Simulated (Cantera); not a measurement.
Ignition delay

Mixture: CO : H2 : CH4 : O2 : N2 = 1 : 0.77 : 0.51 : 4.43 : 23.5 (molar parts), equivalence ratio 0.43, at 0.660 bar, adiabatic and at constant pressure. Ignition delay is the time to a rise of 400 K.

Model: GRI-Mech 3.0 (53 species, 325 reactions), integrated in Cantera. Below about 1000 K GRI-Mech 3.0 lacks low-temperature oxidation paths. Where the delays flatten at high temperature, the 400 K rule measures the pace of heat release, not the induction time.

| T0 (K) | delay (ms) |
|---|---|
| 950 | 12.6 |
| 1025 | 3.15 |
| 1100 | 1.22 |
| 1175 | 0.625 |
| 1250 | 0.398 |
| 1325 | 0.294 |
| 1400 | 0.242 |
| 1475 | 0.217 |
| 1550 | 0.208 |
